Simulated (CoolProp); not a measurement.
Values from CoolProp's reference Helmholtz-energy equation of state, Penoncello 2003.

Give the vapour pressure (bar), enthalpy of vaporisation (kJ/kg), vapour Z, liquid viscosity (µPa s) of saturated CHF3 (R23) at 267.7, 272 K.


```
T (K)  p (bar)  enthalpy of vaporisation (kJ/kg)  vapour Z  liquid viscosity (µPa s)
-----  -------  --------------------------------  --------  ------------------------
267.7     21.5                               149     0.685                       101
272       24.2                               140     0.656                      94.4
```

Viscosity comes from a separate model (Shan 2000).
